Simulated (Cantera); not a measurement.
An adiabatic, constant-pressure homogeneous reactor starts with 9.84 % CH4, 7.87 % O2, 82.3 % N2, equivalence ratio 2.5, at 1500 K and 0.480 bar.

Detailed kinetics in Cantera: GRI-Mech 3.0 (53 species, 325 reactions).

x: mole fraction; the columns are a selection and need not sum to one.

```json
[
 {"t (s)": "1.00e-6", "T (K)": "1500", "x CH4": "0.0984", "x O2": "0.0787", "x CH3": "3.68e-8", "x OH": "9.01e-10", "x CO": "<1e-12", "x C2H2": "<1e-12", "x H": "…"},
 {"t (s)": "4.59e-6", "T (K)": "1500", "x CH4": "0.0984", "x O2": "0.0787", "x CH3": "2.12e-7", "x OH": "3.40e-9", "x CO": "<1e-12", "x C2H2": "<1e-12", "x H": "1.38e-8"},
 {"t (s)": "2.10e-5", "T (K)": "1500", "x CH4": "0.0984", "x O2": "0.0787", "x CH3": "1.09e-6", "x OH": "4.93e-9", "x CO": "1.05e-11", "x C2H2": "<1e-12", "x H": "1.44e-8"},
 {"t (s)": "9.65e-5", "T (K)": "1500", "x CH4": "0.0984", "x O2": "0.0787", "x CH3": "5.79e-6", "x OH": "1.32e-8", "x CO": "8.75e-10", "x C2H2": "<1e-12", "x H": "…"},
 {"t (s)": "0.000443", "T (K)": "1500", "x CH4": "0.0984", "x O2": "0.0787", "x CH3": "3.76e-5", "x OH": "5.29e-8", "x CO": "1.72e-7", "x C2H2": "2.17e-10", "x H": "…"},
 {"t (s)": "0.00203", "T (K)": "1501", "x CH4": "0.0976", "x O2": "0.0784", "x CH3": "0.000178", "x OH": "2.70e-7", "x CO": "5.39e-5", "x C2H2": "2.32e-7", "x H": "…"},
 {"t (s)": "0.00932", "T (K)": "1961", "x CH4": "0.00255", "x O2": "1.07e-6", "x CH3": "0.000287", "x OH": "3.83e-5", "x CO": "0.0558", "x C2H2": "0.0119", "x H": "0.000518"},
 {"t (s)": "0.0428", "T (K)": "1946", "x CH4": "0.00129", "x O2": "1.44e-8", "x CH3": "0.000123", "x OH": "2.53e-5", "x CO": "0.0680", "x C2H2": "0.00578", "x H": "0.000536"},
 {"t (s)": "0.196", "T (K)": "1933", "x CH4": "0.000310", "x O2": "7.73e-9", "x CH3": "2.46e-5", "x OH": "1.66e-5", "x CO": "0.0799", "x C2H2": "0.000508", "x H": "0.000510"},
 {"t (s)": "0.900", "T (K)": "1931", "x CH4": "5.37e-9", "x O2": "7.49e-9", "x CH3": "4.28e-10", "x OH": "1.62e-5", "x CO": "0.0813", "x C2H2": "2.02e-9", "x H": "0.000521"}
]
```

Task: What belongs in the gaps?

Result: 
- 1.00e-6, x H: 9.31e-9
- 9.65e-5, x H: 1.75e-8
- 0.000443, x H: 4.01e-8
- 0.00203, x H: 2.78e-7
